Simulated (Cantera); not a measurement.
Mixture: 34.8 % CO, 2.29 % H2, 13.2 % O2, 49.7 % N2, at 5.00 bar, adiabatic and at constant pressure. Ignition delay is the time to a rise of 400 K.

Computed with Cantera and GRI-Mech 3.0 (53 species, 325 reactions). The hydrogen kinetics of GRI-Mech 3.0 are dated; newer H2 mechanisms differ, most at raised pressure. Where the delays flatten at high temperature, the 400 K rule measures the pace of heat release, not the induction time.

Predict: delay at 975 K; delay at 1075 K; delay at 1175 K; delay at 1275 K; delay at 1375 K.


- delay at 975 K = 5.49 ms
- delay at 1075 K = 0.385 ms
- delay at 1175 K = 54.3 µs
- delay at 1275 K = 22.7 µs
- delay at 1375 K = 14.2 µs
